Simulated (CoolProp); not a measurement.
A simple Rankine cycle with n-octane: condensing at 327.15 K, boiler at 0.402 MPa, turbine inlet 607 K, turbine efficiency 0.6, pump efficiency 0.6, no recuperator. Each further row changes one setting.

Model: reference Helmholtz-energy equation of state, Beckmüller 2019, in CoolProp.

```csv
case,thermal efficiency (%),net work (kJ/kg),heat in (kJ/kg),turbine exit temperature (K),volume ratio over the turbine
as stated,…,96.1,1000,570.0,49.1
condensing temperature 319.15 K,10.3,…,1020,…,70.7
boiler pressure 0.281 MPa,8.8,88.2,1000,573.8,34.0
turbine efficiency 0.5,…,79.9,1000,575.8,…
```

Problem. Some entries are withheld; supply them.

Solution. 
- as stated, thermal efficiency (%): 9.6
- condensing temperature 319.15 K, net work (kJ/kg): 105
- condensing temperature 319.15 K, turbine exit temperature (K): 566.8
- turbine efficiency 0.5, thermal efficiency (%): 8.0
- turbine efficiency 0.5, volume ratio over the turbine: 49.6
